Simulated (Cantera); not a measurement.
Input (Python, Cantera):

```python
import numpy as np
import cantera as ct

gas = ct.Solution("h2o2.yaml")
gas.TPX = 700, 13332, {'H2': 1, 'O2': 0.515, 'N2': 1.94}
flame = ct.FreeFlame(gas, width=0.16)
flame.set_refine_criteria(ratio=3, slope=0.08, curve=0.16)
flame.transport_model = "mixture-averaged"
flame.solve(loglevel=0, auto=True)
z, T = flame.grid, flame.T
thick = (T[-1] - T[0]) / np.gradient(T, z).max()
show = ['H2', 'O2', 'H2O2', 'O', 'OH', 'HO2']
print(f"laminar burning velocity  {flame.velocity[0] * 100:.3f} cm/s")
print(f"burnt temperature         {T[-1]:.1f} K")
print(f"thermal thickness         {thick * 1e3:.4f} mm")
print(f"grid points               {len(z)}")
z0 = z[flame.heat_release_rate.argmax()]
print(f"{'z/mm':>9s}{'T/K':>9s}{'u/(m/s)':>9s}" + "".join(f"{s:>11s}" for s in show))
rows = []
for k in (-3, -2, -1.5, -1, -0.5, -0.25, 0, 0.25, 0.5, 1, 2, 4, 8):
    zz = z0 + k * thick
    rows.append([k * thick, np.interp(zz, z, T), np.interp(zz, z, flame.velocity),
                 *(np.interp(zz, z, flame.X[gas.species_index(s)]) for s in show)])
    print(f"{rows[-1][0] * 1e3:9.3f}{rows[-1][1]:9.1f}{rows[-1][2]:9.3f}" + "".join(f"{x:11.3e}" for x in rows[-1][3:]))
```

Output:

```
laminar burning velocity  821.202 cm/s
burnt temperature         2451.8 K
thermal thickness         7.3027 mm
grid points               127
     z/mm      T/K  u/(m/s)         H2         O2       H2O2          O         OH        HO2
  -21.908    700.0    8.212  2.894e-01  1.491e-01  3.450e-13  2.029e-15  2.305e-16  1.563e-11
  -14.605    700.0    8.212  2.894e-01  1.491e-01  3.519e-13  6.526e-13  7.698e-14  7.064e-11
  -10.954    700.0    8.212  2.894e-01  1.491e-01  4.596e-13  3.996e-11  4.967e-12  2.116e-09
   -7.303    700.0    8.212  2.894e-01  1.491e-01  3.512e-11  8.972e-09  1.305e-09  3.195e-07
   -3.651    703.6    8.251  2.886e-01  1.490e-01  1.363e-07  1.023e-05  1.237e-05  3.382e-05
   -1.826    780.4    9.096  2.713e-01  1.458e-01  2.333e-07  3.709e-04  2.320e-04  2.833e-05
    0.000   1123.7   12.754  1.332e-01  9.659e-02  7.371e-07  8.793e-03  3.640e-03  1.427e-05
    1.826   1393.0   15.588  4.741e-02  4.373e-02  8.110e-07  1.766e-02  8.890e-03  5.801e-06
    3.651   1511.5   16.783  4.585e-02  3.868e-02  6.167e-07  1.810e-02  1.143e-02  4.417e-06
    7.303   1653.2   18.170  4.768e-02  3.547e-02  3.679e-07  1.723e-02  1.444e-02  3.390e-06
   14.605   1811.5   19.673  4.809e-02  3.197e-02  1.930e-07  1.538e-02  1.746e-02  2.538e-06
   29.211   1978.2   21.203  4.646e-02  2.824e-02  1.031e-07  1.274e-02  1.985e-02  1.876e-06
   58.422   2143.8   22.673  4.262e-02  2.438e-02  6.379e-08  9.708e-03  2.102e-02  1.469e-06
```

Computed with Cantera and the H2/O2 subset of GRI-Mech 3.0, which has no nitrogen chemistry. Burning velocities carry a grid error of a few per cent, more on coarse grids.
